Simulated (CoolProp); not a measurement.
Vapour-liquid equilibrium of carbon monoxide (1) + methane (2) at 115.8 K; x and y are mole fractions of (1).

Computed with CoolProp (multi-fluid Helmholtz-energy mixture model, Lemmon 2006 and Setzmann 1991; pair parameters Kunz 2012).

```tsv
x	bubble pressure (MPa)	y at the bubble point	dew pressure at overall composition x (MPa)	liquid density (mol/L)
0.05	0.2142	0.361	…	25.86
0.2	…	…	0.1738	25.57
0.35	0.6699	0.835	0.2110	25.18
0.5	0.8706	0.890	0.2682	24.68
0.65	1.049	0.924	0.3677	24.03
0.8	1.222	0.953	…	23.20
0.95	1.419	0.986	1.200	22.12
```

Some entries are withheld; supply them.


- 0.05, dew pressure at overall composition x (MPa): 0.1476
- 0.2, bubble pressure (MPa): 0.4456
- 0.2, y at the bubble point: 0.721
- 0.8, dew pressure at overall composition x (MPa): 0.5815

No azeotrope shows between x = 0.05 and 0.95.

The pair parameters rest on a limited set of measurements; away from them the model extrapolates. The gap from Raoult's law changes sign with composition, which may be real or a fault of the pair parameters; it wasn't checked against measurements.
